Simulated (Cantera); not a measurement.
## Premixed flame

A freely propagating, adiabatic, planar premixed flame of CH4 : CO : O2 : N2 = 1 : 0.75 : 3.25 : 12.2 (molar parts), unburnt at 523 K and 503 Torr; mixture-averaged transport, grid criteria slope 0.08 and curve 0.16, no radiation.

Computed with Cantera and GRI-Mech 3.0 (53 species, 325 reactions). Burning velocities carry a grid error of a few per cent, more on coarse grids.

```json
[
 {"z (mm)": "-1.73", "T (K)": "523", "u (m/s)": "0.923", "x CH4": "0.0581", "x CO": "0.0436", "x O2": "0.189", "x C2H2": "<1e-8", "x NO": "<1e-8", "x HCN": "<1e-8"},
 {"z (mm)": "-1.15", "T (K)": "524", "u (m/s)": "0.925", "x CH4": "0.0580", "x CO": "0.0436", "x O2": "0.189", "x C2H2": "<1e-8", "x NO": "<1e-8", "x HCN": "<1e-8"},
 {"z (mm)": "-0.864", "T (K)": "527", "u (m/s)": "0.932", "x CH4": "0.0578", "x CO": "0.0435", "x O2": "0.188", "x C2H2": "<1e-8", "x NO": "<1e-8", "x HCN": "<1e-8"},
 {"z (mm)": "-0.576", "T (K)": "553", "u (m/s)": "0.980", "x CH4": "0.0564", "x CO": "0.0437", "x O2": "0.187", "x C2H2": "3.82e-8", "x NO": "1.31e-8", "x HCN": "<1e-8"},
 {"z (mm)": "-0.288", "T (K)": "802", "u (m/s)": "1.43", "x CH4": "0.0443", "x CO": "0.0469", "x O2": "0.169", "x C2H2": "7.72e-7", "x NO": "2.42e-7", "x HCN": "3.01e-8"},
 {"z (mm)": "-0.144", "T (K)": "1142", "u (m/s)": "2.05", "x CH4": "0.0264", "x CO": "0.0531", "x O2": "0.140", "x C2H2": "2.75e-6", "x NO": "7.07e-7", "x HCN": "9.92e-8"},
 {"z (mm)": "0", "T (K)": "1497", "u (m/s)": "2.69", "x CH4": "0.00679", "x CO": "0.0578", "x O2": "0.102", "x C2H2": "5.27e-6", "x NO": "1.63e-6", "x HCN": "2.24e-7"},
 {"z (mm)": "0.144", "T (K)": "1653", "u (m/s)": "2.96", "x CH4": "0.000534", "x CO": "0.0489", "x O2": "0.0782", "x C2H2": "6.31e-7", "x NO": "2.96e-6", "x HCN": "1.74e-7"},
 {"z (mm)": "0.288", "T (K)": "1711", "u (m/s)": "3.05", "x CH4": "2.34e-5", "x CO": "0.0371", "x O2": "0.0691", "x C2H2": "1.25e-8", "x NO": "4.29e-6", "x HCN": "5.95e-8"},
 {"z (mm)": "0.576", "T (K)": "1786", "u (m/s)": "3.16", "x CH4": "5.26e-8", "x CO": "0.0240", "x O2": "0.0625", "x C2H2": "<1e-8", "x NO": "6.70e-6", "x HCN": "<1e-8"},
 {"z (mm)": "1.15", "T (K)": "1874", "u (m/s)": "3.29", "x CH4": "<1e-8", "x CO": "0.0160", "x O2": "0.0585", "x C2H2": "<1e-8", "x NO": "1.05e-5", "x HCN": "<1e-8"},
 {"z (mm)": "2.30", "T (K)": "1960", "u (m/s)": "3.42", "x CH4": "<1e-8", "x CO": "0.0114", "x O2": "0.0560", "x C2H2": "<1e-8", "x NO": "1.61e-5", "x HCN": "<1e-8"},
 {"z (mm)": "4.61", "T (K)": "2028", "u (m/s)": "3.53", "x CH4": "<1e-8", "x CO": "0.00725", "x O2": "0.0541", "x C2H2": "<1e-8", "x NO": "2.43e-5", "x HCN": "<1e-8"}
]
```
x: mole fraction of selected species; z is measured from the peak of heat release.

```yaml
laminar_burning_velocity: 92.3 cm/s
thermal_thickness: 0.576 mm
peak x(C2H2): 5.45e-6
peak x(HCN): 2.38e-7
grid_points: 137
```
